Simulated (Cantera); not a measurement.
Feed: 1 mol N2O, 1.2 mol O2, held at 240 bar.

Cantera equilibrium calculation (NASA polynomials, part measured and part estimated; ideal gas, pure solids and liquids). The ideal-gas law is rough above about 30 bar. Kinetics and transport are ignored.

x: gas mole fraction; nothing condenses.

```json
[
 {"T (°C)": "1750", "x O2": "0.625", "x N2": "0.365", "x NO": "0.00958", "x O": "4.06e-5", "x NO2": "0.000427", "x N2O": "(withheld)", "x O3": "4.91e-7"},
 {"T (°C)": "1850", "x O2": "0.623", "x N2": "0.364", "x NO": "0.0123", "x O": "8.30e-5", "x NO2": "0.000470", "x N2O": "(withheld)", "x O3": "7.42e-7"},
 {"T (°C)": "1950", "x O2": "0.621", "x N2": "0.362", "x NO": "0.0155", "x O": "0.000159", "x NO2": "0.000513", "x N2O": "(withheld)", "x O3": "1.08e-6"},
 {"T (°C)": "2050", "x O2": "0.619", "x N2": "0.361", "x NO": "0.0191", "x O": "0.000288", "x NO2": "0.000555", "x N2O": "(withheld)", "x O3": "1.54e-6"},
 {"T (°C)": "2150", "x O2": "0.617", "x N2": "0.359", "x NO": "0.0231", "x O": "0.000497", "x NO2": "0.000597", "x N2O": "(withheld)", "x O3": "2.13e-6"},
 {"T (°C)": "2250", "x O2": "0.615", "x N2": "0.356", "x NO": "0.0275", "x O": "0.000821", "x NO2": "0.000637", "x N2O": "(withheld)", "x O3": "2.87e-6"},
 {"T (°C)": "2350", "x O2": "0.612", "x N2": "0.354", "x NO": "0.0323", "x O": "0.00130", "x NO2": "0.000676", "x N2O": "(withheld)", "x O3": "3.80e-6"},
 {"T (°C)": "2450", "x O2": "0.609", "x N2": "0.351", "x NO": "0.0374", "x O": "0.00200", "x NO2": "0.000713", "x N2O": "(withheld)", "x O3": "4.95e-6"},
 {"T (°C)": "2550", "x O2": "0.605", "x N2": "0.348", "x NO": "0.0429", "x O": "0.00298", "x NO2": "0.000749", "x N2O": "(withheld)", "x O3": "6.33e-6"},
 {"T (°C)": "2650", "x O2": "0.601", "x N2": "0.345", "x NO": "0.0486", "x O": "0.00432", "x NO2": "0.000783", "x N2O": "(withheld)", "x O3": "7.98e-6"},
 {"T (°C)": "2750", "x O2": "0.597", "x N2": "0.342", "x NO": "0.0545", "x O": "0.00611", "x NO2": "0.000814", "x N2O": "(withheld)", "x O3": "9.93e-6"},
 {"T (°C)": "2850", "x O2": "0.592", "x N2": "0.338", "x NO": "0.0606", "x O": "0.00843", "x NO2": "0.000844", "x N2O": "(withheld)", "x O3": "1.22e-5"},
 {"T (°C)": "2950", "x O2": "0.586", "x N2": "0.335", "x NO": "0.0669", "x O": "0.0114", "x NO2": "0.000870", "x N2O": "(withheld)", "x O3": "1.48e-5"},
 {"T (°C)": "3050", "x O2": "0.580", "x N2": "0.331", "x NO": "0.0732", "x O": "0.0151", "x NO2": "0.000894", "x N2O": "(withheld)", "x O3": "1.78e-5"}
]
```

What belongs in the gaps?


- 1750, x N2O: 5.68e-6
- 1850, x N2O: 7.26e-6
- 1950, x N2O: 9.08e-6
- 2050, x N2O: 1.11e-5
- 2150, x N2O: 1.34e-5
- 2250, x N2O: 1.60e-5
- 2350, x N2O: 1.87e-5
- 2450, x N2O: 2.17e-5
- 2550, x N2O: 2.48e-5
- 2650, x N2O: 2.81e-5
- 2750, x N2O: 3.16e-5
- 2850, x N2O: 3.51e-5
- 2950, x N2O: 3.88e-5
- 3050, x N2O: 4.25e-5
